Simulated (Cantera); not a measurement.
A closed system holds: 1 mol Al(CH3)3, 1.6 mol N2O, 410 mol H2, 25 mol N2, held at 75.0 Torr.

Method: chemical equilibrium by Gibbs-energy minimisation in Cantera with the NASA 1993 tables (ideal gas, pure condensed phases). Candidate condensed phases: Al, AlN, Al2O3, C, C6H6, C7H8, C8H18, H2O; 148 gas species. The feed counts by its element totals alone. Mutual solubility and eutectic melting of coexisting phases are not modelled. Condensed phases not in the tables: aluminium oxynitride. The numbers say what is thermodynamically allowed, not how fast it happens.

log p: log10 of the partial pressure in bar; n: condensed amount in mol.

| T (K) | log p H2 | log p N2 | log p CH4 | log p CO | log p HCN | log p H | n Al2O3(s) | n C(graphite) | n AlN(s) |
|---|---|---|---|---|---|---|---|---|---|
| 873 | -1.03 | -2.22 | -3.17 | -5.16 | -8.68 | -10.85 | 0.500 | 0 | 0 |
| 973 | -1.03 | -2.22 | -3.18 | -4.68 | -7.33 | -9.48 | 0.500 | 0 | 0 |
| 1073 | -1.03 | -2.22 | -3.40 | -4.65 | -6.44 | -8.37 | 0.500 | 1.13 | 0 |
| 1173 | -1.03 | -2.22 | -3.77 | -4.65 | -5.88 | -7.44 | 0.500 | 2.14 | 0 |
| 1273 | -1.03 | -2.22 | [?] | [?] | [?] | [?] | [?] | 2.19 | [?] |
| 1373 | -1.03 | -2.23 | -4.35 | -3.44 | -5.03 | -5.99 | 0 | 1.16 | 1.00 |
| 1473 | -1.03 | -2.23 | -4.59 | -3.44 | -4.69 | -5.41 | 0 | 1.19 | 1.000 |
| 1573 | -1.03 | -2.23 | [?] | -3.44 | [?] | [?] | 0 | 1.13 | 1.000 |
| 1673 | -1.03 | -2.23 | -4.97 | -3.44 | -4.13 | -4.46 | 0 | 0.969 | 0.999 |
| 1773 | -1.03 | -2.23 | -5.13 | -3.44 | -3.90 | -4.06 | 0 | 0.675 | 0.989 |
| 1873 | -1.03 | -2.24 | -5.27 | -3.44 | -3.70 | -3.71 | 0 | 0.187 | 0.898 |

Question: What belongs in the gaps?

Answer: 
- 1573, log p CH4: -4.79
- 1573, log p HCN: -4.39
- 1573, log p H: -4.91
- 1273, log p CH4: -4.08
- 1273, log p CO: -4.01
- 1273, log p HCN: -5.42
- 1273, log p H: -6.66
- 1273, n Al2O3(s): 0.389
- 1273, n AlN(s): 0.222
